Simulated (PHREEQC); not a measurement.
Dissolve 0.00067 mol FeCl3 per kg of water at 39 °C. Closed to the air; pH follows from the charge balance.

All values are PHREEQC results (ion-association model, phreeqc.dat), not measurements.

No solid was allowed to form.

Estimate the pH, ionic strength.

pH 3.08; ionic strength 0.00253 mol/kgw.

In which forms is Fe present?

FeOH+2 60 %, Fe(OH)2+ 34 %, Fe+3 4.5 %, Fe2(OH)2+4 1.2 % of the Fe.

Examples of supersaturated solids here: Hematite (slow to form), Goethite (slow to form). Others may be too. Constants without temperature data keep their 25 °C values here.
